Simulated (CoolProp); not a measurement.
Vapour-liquid equilibrium of n-butane (1) + trans-2-butene (2) at 0.177 MPa; x and y are mole fractions of (1).

Model: multi-fluid Helmholtz-energy mixture model, Bücker 2006 and Lemmon 2005; pair parameters Bell 2016, in CoolProp.

```
x     bubble temperature, mixture model (K)  bubble temperature, Raoult's law (K)  y, mixture model  y, Raoult's law
----  -------------------------------------  ------------------------------------  ----------------  ---------------
0.05                                  289.4                                 289.5             0.055            0.052
0.2                                   288.9                                 289.3             0.213            0.207
0.35                                  288.6                                 289.1             0.362            0.360
0.5                                   288.4                                 288.9             0.508            0.511
0.65                                  288.3                                 288.7             0.654            0.660
0.8                                   288.3                                 288.5             0.801            0.807
0.95                                  288.3                                 288.4             0.950            0.952
```

The largest gap from Raoult's law is -0.5 K in bubble temperature, at x = 0.5. y crosses x between x = 0.8 and 0.95: the model has an azeotrope there.

The pair parameters rest on a limited set of measurements; away from them the model extrapolates.
